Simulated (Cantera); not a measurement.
**Transport properties of process gases**

Gas mixture: 10.0 % NH3, 50.0 % C2H4, 40.0 % CH3OH, at 14.0 Pa, frozen composition.

Cantera's kinetic-theory transport with the Lennard-Jones parameters of GRI-Mech 3.0, ideal gas; thermal conductivity in the multicomponent form. Polar gases are described roughly by these parameters. The composition is frozen, though it would react at the higher temperatures.

```
T (K)  ρ (kg/m³)  cp (J/kg/K)  μ (µPa s)  λ (mW/m/K)     Pr  D (cm²/s) O  D (cm²/s) H2  D (cm²/s) CH4
-----  ---------  -----------  ---------  ----------  -----  -----------  ------------  -------------
400     0.000120         1778       13.3        32.2  0.736         3130          7700           2130
650      7.40e-5         2466       21.0        69.8  0.741         7410         17800           5170
900      5.34e-5         2931       27.6         109  0.743        13000         30800           9150
1150     4.18e-5         3298       33.6         149  0.744        19600         46400          13900
1400     3.43e-5         3555       38.9         186  0.744        27300         64400          19500
1650     2.91e-5         3744       43.8         220  0.744        35900         84600          25700
```
D: mixture-averaged diffusion coefficient of that species in the mixture.
